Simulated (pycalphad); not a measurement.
All values are pycalphad results on the COST 507 light-alloy database (1999) (1 atm), not direct measurements. These are 1990s assessments: newer ones move some temperatures and phases. Kinetics are ignored, which matters at the lower temperatures.

Question: How does the equilibrium phase assembly of Ti-5.822Hf-1.456B (wt.%) change on cooling from 2850 K to 525 K?

Answer: 
```
T (K)           phases above          phases below
------  --------------------  --------------------
1820.7                LIQUID       BCC_A2 + LIQUID
1814.2       BCC_A2 + LIQUID           BCC_A2 + BM
1143.5           BCC_A2 + BM  BCC_A2 + BM + HCP_A3
1139.5  BCC_A2 + BM + HCP_A3           BM + HCP_A3
```
Changes were sought between steps of 75 K, so a narrower field can be missed.

Database names, with the compositions (at.%) that they take in these runs: BM: Ti 50 B 50. BCC_A2 is bcc; HCP_A3 is hcp.
